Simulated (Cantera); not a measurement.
A closed system holds: 1 mol FeS, 0.1 mol SO2, 1.5 mol O2, 0.12 mol H2S, equilibrated at 748.15 K.

Equilibrium computed with Cantera from the NASA thermochemical tables; the gas is ideal and each condensed phase is pure. Candidate condensed phases: Fe, FeO, Fe(OH)2, Fe(OH)3, FeS, FeSO4, FeS2, Fe2O3, Fe2(SO4)3, Fe3O4, H2O, H2SO4, S; 22 gas species. Gases not in the tables: S3 to S7. Kinetics and transport are ignored.

### Question
Which condensed phases are stable at each of these points (P (Pa)): 1000, 3000, 8800, 26000, 77000, 230000, 680000, 2000000?

### Answer
```
P (Pa)                condensed phases  Fe condensed (%)
-------  -----------------------------  ----------------
1000                FeS2(s) + Fe3O4(s)             100.0
3000                FeS2(s) + Fe3O4(s)             100.0
8800                FeS2(s) + Fe3O4(s)             100.0
26000               FeS2(s) + Fe3O4(s)             100.0
77000               FeS2(s) + Fe3O4(s)             100.0
230000              FeS2(s) + Fe3O4(s)             100.0
680000              FeS2(s) + Fe3O4(s)             100.0
2000000  FeSO4(s) + FeS2(s) + Fe2O3(s)             100.0
```

From 10.0 mbar to 6.80 bar the condensed part is FeS2(s) + Fe3O4(s). At 20.0 bar the condensed part is FeSO4(s) + FeS2(s) + Fe2O3(s).
